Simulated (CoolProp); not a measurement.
The fluid at 463.75 K and 1.05 MPa is throttled through a valve to 0.578 MPa with no heat exchange. The same conditions are run with several fluids, on thermodynamics alone (safety and materials aside).

Computed with CoolProp (reference Helmholtz-energy equation of state of each fluid (water: Wagner 2002; isobutane: Bücker 2006; carbonyl sulfide: Lemmon 2006; R22: Kamei 1995; R227EA: Lemmon 2016)).

| fluid | temperature change (K) | final density (kg/m³) |
|---|---|---|
| water | -13.2 | 2.89 |
| isobutane | -2.8 | 9.10 |
| carbonyl sulfide | -3.5 | 9.23 |
| R22 | -3.0 | 13.3 |
| R227EA | -2.3 | 26.5 |
